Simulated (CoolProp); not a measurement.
Model: reference Helmholtz-energy equation of state, Thol 2017, in CoolProp.

Question: For octamethyltrisiloxane (MDM), give the phase and the density (kg/m³), expansivity (1/kK), fugacity coefficient at 433.6 K and 270 kPa; 433.6 K and 359 kPa; 433.6 K and 629 kPa.

Answer: 
- 433.6 K and 270 kPa: liquid; density 666, expansivity 1.95, fugacity coefficient 0.430
- 433.6 K and 359 kPa: liquid; density 666, expansivity 1.94, fugacity coefficient 0.326
- 433.6 K and 629 kPa: liquid; density 668, expansivity 1.91, fugacity coefficient 0.191
